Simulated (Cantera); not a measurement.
Feed: 1 mol SiHCl₃, 3.4 mol NH₃, held at 2073 K and 10.0 mbar.

Equilibrium computed with Cantera from the NASA thermochemical tables; the gas is ideal and each condensed phase is pure. Candidate condensed phases: NH₄Cl, Si, Si₃N₄; 28 gas species. The tables' values for SiCl, SiCl₃, SiN are old estimates; treat these amounts as uncertain. Gases not in the tables: Si₂H₆ and higher silanes. The numbers say what is thermodynamically allowed, not how fast it happens.

**Question.** What is the equilibrium state?

**Answer.** 
- x(H₂): 0.538
- x(N₂): 0.188
- x(HCl): 0.147
- x(SiCl₂): 0.0884
- x(H): 0.0193
- x(Si): 0.00997
- x(SiCl): 0.00423
- x(Cl): 0.00389
- x(SiH): 0.000420
- n(Si(l)): 0.0617 mol
- gas amount: 9.016 mol
